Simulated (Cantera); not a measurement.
**Moist CO burnout**

An isothermal, constant-pressure homogeneous reactor starts with 0.751 % CO, 0.326 % O₂, 0.0504 % H₂O, 98.9 % N₂, equivalence ratio 1.2, at 1125 K and 5.00 bar.

Computed with Cantera and GRI-Mech 3.0 (53 species, 325 reactions).

```json
[
 {"t (s)": "9.00e-5", "x CO": "0.00751", "x O₂": "0.00326", "x H₂O": "0.000504", "x O": "1.42e-10", "x HO₂": "1.46e-12", "x H₂O₂": "<1e-12"},
 {"t (s)": "0.000404", "x CO": "0.00751", "x O₂": "0.00326", "x H₂O": "0.000504", "x O": "5.18e-10", "x HO₂": "4.58e-11", "x H₂O₂": "<1e-12"},
 {"t (s)": "0.00181", "x CO": "0.00751", "x O₂": "0.00326", "x H₂O": "0.000504", "x O": "1.28e-9", "x HO₂": "6.73e-10", "x H₂O₂": "<1e-12"},
 {"t (s)": "0.00815", "x CO": "0.00751", "x O₂": "0.00326", "x H₂O": "0.000504", "x O": "5.60e-9", "x HO₂": "9.41e-9", "x H₂O₂": "2.06e-12"},
 {"t (s)": "0.0366", "x CO": "0.00746", "x O₂": "0.00324", "x H₂O": "0.000503", "x O": "3.98e-7", "x HO₂": "7.97e-7", "x H₂O₂": "1.43e-8"},
 {"t (s)": "0.164", "x CO": "0.00664", "x O₂": "0.00283", "x H₂O": "0.000496", "x O": "5.33e-7", "x HO₂": "1.09e-6", "x H₂O₂": "2.70e-8"},
 {"t (s)": "0.738", "x CO": "0.00352", "x O₂": "0.00127", "x H₂O": "0.000494", "x O": "4.22e-7", "x HO₂": "8.27e-7", "x H₂O₂": "1.55e-8"},
 {"t (s)": "3.31", "x CO": "0.000944", "x O₂": "4.65e-8", "x H₂O": "0.000457", "x O": "3.79e-11", "x HO₂": "6.00e-11", "x H₂O₂": "<1e-12"},
 {"t (s)": "14.9", "x CO": "0.000938", "x O₂": "1.06e-9", "x H₂O": "0.000452", "x O": "<1e-12", "x HO₂": "<1e-12", "x H₂O₂": "<1e-12"},
 {"t (s)": "66.8", "x CO": "0.000937", "x O₂": "2.78e-10", "x H₂O": "0.000451", "x O": "<1e-12", "x HO₂": "<1e-12", "x H₂O₂": "<1e-12"},
 {"t (s)": "300", "x CO": "0.000937", "x O₂": "2.46e-10", "x H₂O": "0.000451", "x O": "<1e-12", "x HO₂": "<1e-12", "x H₂O₂": "<1e-12"}
]
```
x: mole fraction; the columns are a selection and need not sum to one.

Equilibrium at this temperature and pressure: CO 0.000934, O₂ <1e-12, H₂O 0.000448, O <1e-12, HO₂ <1e-12, H₂O₂ <1e-12 (gas phase only).
